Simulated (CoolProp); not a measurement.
Vapour-liquid equilibrium of benzene (1) + toluene (2) at 5.91 kPa; x and y are mole fractions of (1).

Model: multi-fluid Helmholtz-energy mixture model, Thol 2012 and Lemmon 2006; pair parameters Bell 2016, in CoolProp.

```csv
x,bubble temperature (°C),y at the bubble point,dew temperature at overall composition x (°C),liquid density (mol/L)
0.05,?,0.143,33.1,9.367
0.125,28.8,0.315,32.0,9.516
0.2,26.3,0.450,?,9.666
0.275,24.0,0.558,29.6,9.817
0.35,21.9,0.645,?,9.969
0.425,20.0,0.717,26.8,10.12
0.5,18.2,0.776,25.2,10.28
0.575,?,0.826,23.6,10.44
0.65,15.1,0.868,21.7,?
0.725,13.8,0.904,19.7,10.76
0.8,?,0.935,17.5,10.93
0.875,11.3,?,?,11.10
0.95,10.2,0.986,11.8,11.27
```

Task: Complete the blanks.

Result: 
- 0.05, bubble temperature (°C): 31.7
- 0.2, dew temperature at overall composition x (°C): 30.8
- 0.35, dew temperature at overall composition x (°C): 28.2
- 0.575, bubble temperature (°C): 16.6
- 0.65, liquid density (mol/L): 10.60
- 0.8, bubble temperature (°C): 12.5
- 0.875, y at the bubble point: 0.962
- 0.875, dew temperature at overall composition x (°C): 14.9

No azeotrope shows between x = 0.05 and 0.95.

The pair parameters rest on a limited set of measurements; away from them the model extrapolates.
